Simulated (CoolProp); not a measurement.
Model: reference Helmholtz-energy equation of state, Marx 1992, in CoolProp.

For R113, give the phase and the cp (kJ/(kg K)), speed of sound (m/s) at 26.25 °C and 3.47 bar; 99.95 °C and 0.969 bar; -19.85 °C and 0.485 bar.


- 26.25 °C and 3.47 bar: liquid; cp 0.919, speed of sound 697
- 99.95 °C and 0.969 bar: gas; cp 0.728, speed of sound 130
- -19.85 °C and 0.485 bar: liquid; cp 0.881, speed of sound 852
